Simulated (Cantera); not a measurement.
An isothermal, constant-pressure homogeneous reactor starts with 10.4 % C2H4, 89.6 % H2, at 1500 K and 96000 Pa.

Computed with Cantera and GRI-Mech 3.0 (53 species, 325 reactions). GRI-Mech 3.0 was tuned for natural gas; its chemistry of ethylene as a main component is partial and can be far from experiment. GRI-Mech 3.0 stops at C3 and has no aromatics, soot or wall deposition, so with more carbon than oxygen in the feed, carbon stays in small species such as C2H2 where larger ones or solid carbon would form.

x: mole fraction; the columns are a selection and need not sum to one.

```
t (s)      x C2H4   x H2       x CH3    x C2H6      x H     x C2H
--------  -------  -----  ----------  --------  -------  --------
1.00e-5     0.104  0.896    1.79e-11   1.04e-8  4.53e-8    <1e-12
3.46e-5     0.104  0.896    2.35e-10   1.20e-7  1.58e-7    <1e-12
0.000119    0.104  0.896  (withheld)   1.45e-6  6.01e-7    <1e-12
0.000412    0.103  0.896  (withheld)   2.58e-5  4.74e-6  8.02e-12
0.00143    0.0880  0.897  (withheld)  0.000458  5.91e-5   1.71e-9
0.00492    0.0418  0.897  (withheld)  0.000236  5.67e-5   6.35e-9
0.0170     0.0182  0.896  (withheld)   9.64e-5  4.38e-5   6.64e-9
0.0588     0.0160  0.889  (withheld)   8.22e-5  3.55e-5   5.23e-9
0.203      0.0140  0.875  (withheld)   7.13e-5  2.62e-5   3.46e-9
0.702      0.0109  0.851  (withheld)   6.14e-5  1.93e-5   2.05e-9
2.42      0.00870  0.835     4.76e-5   5.89e-5  1.67e-5   1.45e-9
8.38      0.00852  0.833     4.82e-5   5.88e-5  1.65e-5   1.41e-9
28.9      0.00852  0.833     4.82e-5   5.88e-5  1.65e-5   1.41e-9
100       0.00852  0.833     4.82e-5   5.88e-5  1.65e-5   1.41e-9
```

Task: What belongs in the gaps?

Result: 
- 0.000119, x CH3: 2.98e-9
- 0.000412, x CH3: 6.29e-8
- 0.00143, x CH3: 4.38e-6
- 0.00492, x CH3: 1.03e-5
- 0.0170, x CH3: 1.37e-5
- 0.0588, x CH3: 2.02e-5
- 0.203, x CH3: 3.02e-5
- 0.702, x CH3: 4.10e-5
